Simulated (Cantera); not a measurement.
Charge: 1 mol Si3N4, 0.07 mol O2, 3.3 mol N2, held at 2048 K and 13.3 mbar.

Cantera equilibrium calculation (NASA polynomials, part measured and part estimated; ideal gas, pure solids and liquids). Candidate condensed phases: Si, SiO2, Si2N2O, Si3N4; 16 gas species. The tables' values for SiN are old estimates; treat these amounts as uncertain. Equilibrium is a limit: real reactors are often held back by kinetics, nucleation or transport.

Base state: N2 0.968, SiO 0.0256, Si 0.00567, Si2N 0.000188, SiN 0.000150, Si2 6.58e-5, Si3 1.38e-5 (mole fractions); condensed: Si(l).

Problem. What changes in the equilibrium state with this change: O2 from 0.07 to 0.0029 mol?

Solution. 
```tsv
species	before	after
N2	0.968	0.993
Si	0.00567	0.00567
SiO	0.0256	0.00109
Si2N	0.000188	0.000191
SiN	0.000150	0.000152
Si3	1.38e-5	1.38e-5
Si2	6.58e-5	6.58e-5
Si(l), mol	2.83	2.96
```
